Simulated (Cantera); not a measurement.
What does this Cantera script print?

```python
import numpy as np
import cantera as ct

gas_names = """
    B BF BF2 BF3 BH BHF2 BH2 BH3 BN B2 F F2 H HF H2 H2F2 H3F3 H4F4 H5F5 H6F6 H7F7 N NF NF2 NF3 NH NH2
    NH3 N2 N2H2 N2H4
""".split()
cond_names = """
    B(b) B(L) BN(s)
""".split()


# ... load() reads the species with a 1 bar reference pressure and builds the phases ...
atoms = {
    'BN': {'B': 1, 'N': 1},
    'F2': {'F': 2},
    'H2': {'H': 2},
}
top_T = {'BN(s)': 3200}  # K; cautious upper limits of use, not melting points


# ... equilibrate(T, P, feed) seeds the gas with the atoms and calls Mixture.equilibrate('TP', solver="vcs", rtol=1e-11, max_steps=5000) ...
results = []
feed = {'BN': 1, 'F2': 9.9, 'H2': 83}  # mol
T = 1700  # K
P = 10000  # Pa
mix = equilibrate(T, P, feed)
results.append((T, P, feed, dict(zip(mix.species_names, mix.species_moles))))
print(gas.report(threshold=1e-05))
for i in range(1, mix.n_phases):
    print(f"{mix.phase(i).name:16s} {mix.phase_moles(i):12.5e} mol")
```

It prints:

```
       temperature   1700 K
          pressure   10000 Pa
           density   0.0043269 kg/m^3
  mean mol. weight   6.1159 kg/kmol
   phase of matter   gas

                          1 kg             1 kmol
                     ---------------   ---------------
          enthalpy       -2.9194e+06       -1.7854e+07  J
   internal energy       -5.2305e+06       -3.1989e+07  J
           entropy             35484        2.1701e+05  J/K
    Gibbs function       -6.3241e+07       -3.8678e+08  J
 heat capacity c_p              5497             33619  J/K
 heat capacity c_v            4137.6             25305  J/K

                      mass frac. Y      mole frac. X     chem. pot. / RT
                     ---------------   ---------------   ---------------
               BF2        0.00086608        0.00010853           -88.244
               BF3           0.11684          0.010539           -124.94
              BHF2        0.00091582        0.00011244           -98.993
                 H        6.8793e-05        0.00041739           -10.749
                HF           0.59215           0.18102           -47.448
                H2           0.26451           0.80242           -21.498
                N2          0.024646         0.0053806           -33.933
     [  +24 minor]        8.5484e-06        1.8285e-06

B(b)              0.00000e+00 mol
BN(s)             0.00000e+00 mol
```

Cantera equilibrium calculation (NASA polynomials, part measured and part estimated; ideal gas, pure solids and liquids). The tables' values for BF2 are old estimates; treat these amounts as uncertain.
